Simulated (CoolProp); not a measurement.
Vapour-liquid equilibrium of trans-2-butene (1) + acetone (2) at 292 K; x and y are mole fractions of (1).

The numbers come from the multi-fluid Helmholtz-energy mixture model, Lemmon 2005 and Lemmon 2006; pair parameters Bell 2016 in CoolProp.

```tsv
x	bubble pressure, mixture model (kPa)	bubble pressure, Raoult's law (kPa)	y, mixture model	y, Raoult's law
0.05	49.46	31.84	0.542	0.301
0.2	106.6	57.11	0.809	0.672
0.35	138.0	82.38	0.866	0.815
0.5	154.5	107.7	0.891	0.891
0.65	164.9	132.9	0.908	0.938
0.8	175.2	158.2	0.930	0.970
0.95	187.5	183.5	0.975	0.994
```

The largest gap from Raoult's law is +86.7 % in bubble pressure, at x = 0.2. No azeotrope shows between x = 0.05 and 0.95.

The pair parameters rest on a limited set of measurements; away from them the model extrapolates. With so large a gap from Raoult's law the liquid may split in two, which this calculation doesn't test in full.
